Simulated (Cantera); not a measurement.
A Cantera script and what it prints.

```python
import numpy as np
import cantera as ct

gas_names = """
    CL CL2 H HCL H2 N NH NH2 NH3 N2 N2H2 N2H4 Si SiCL SiCL2 SiCL3 SiCL4 SiH SiHCL3 SiH2 SiH2CL2 SiH3
    SiH3CL SiH4 SiN Si2 Si2N Si3
""".split()
cond_names = """
    NH4CL(a) NH4CL(b) Si(cr) Si(L) Si3N4(a)
""".split()


def load(file, names, dense=False):
    # The tables refer to 1 bar. Condensed volumes are neglected.
    table = {s.name: s for s in ct.Species.list_from_file(file)}
    out = []
    for n in names:
        d = dict(table[n].input_data)
        d["thermo"] = dict(d["thermo"], **{"reference-pressure": 1e5})
        if dense:
            d["equation-of-state"] = {"model": "constant-volume", "density": "1e6 g/cm^3"}
        out.append(ct.Species.from_dict(d))
    return out


gas = ct.Solution(thermo="ideal-gas", species=load("nasa_gas.yaml", gas_names))
cond = {s.name: ct.Solution(thermo="fixed-stoichiometry", species=[s], name=s.name)
        for s in load("nasa_condensed.yaml", cond_names, dense=True)}
atoms = {
    'SiHCl3': {'Si': 1, 'H': 1, 'CL': 3},
    'N2': {'N': 2},
}
top_T = {'Si3N4(a)': 2400}  # K; cautious upper limits of use, not melting points


def equilibrate(T, P, feed):
    n = {}
    for name, mol in feed.items():
        for a, k in atoms[name].items():
            n[a] = n.get(a, 0.0) + k * mol
    gas.TPX = T, P, n
    mass = sum(n.values()) * gas.mean_molecular_weight
    gas.equilibrate("TP")
    valid = [c for c in cond.values() if c.min_temp <= T <= top_T.get(c.name, c.max_temp)]
    mix = ct.Mixture([(gas, mass / gas.mean_molecular_weight)] + [(c, 0.0) for c in valid])
    mix.T, mix.P = T, P
    mix.equilibrate("TP", solver="vcs", rtol=1e-11, max_steps=5000)
    return mix


results = []
feed = {'SiHCl3': 1, 'N2': 52}  # mol
T = 1925  # K
P = 133.322  # Pa
mix = equilibrate(T, P, feed)
results.append((T, P, feed, dict(zip(mix.species_names, mix.species_moles))))
x = sorted(zip(gas.X, gas.species_names), reverse=True)
print(f"T = {T:g} K  P = {P:g} Pa  gas = {mix.phase_moles(0):.4g} mol")
print("   x: " + "  ".join(f"{s} {v:.3e}" for v, s in x if v > 0.0001))
print("   condensed (mol): " + ("  ".join(f"{mix.phase(i).name} {mix.phase_moles(i):.4g}"
      for i in range(1, mix.n_phases) if mix.phase_moles(i) > 1e-12) or "none"))
```

Output:

```
T = 1925 K  P = 133.322 Pa  gas = 54.26 mol
   x: N2 9.584e-01  SiCL2 1.717e-02  HCL 1.384e-02  CL 6.519e-03  H2 1.748e-03  H 1.095e-03  Si 7.798e-04  SiCL 4.078e-04
   condensed (mol): none
```

These are equilibrium values from Cantera (NASA tables, ideal gas, pure condensed phases), not measurements of a reactor. The tables' values for SiCl, SiCl3 are old estimates; treat these amounts as uncertain.
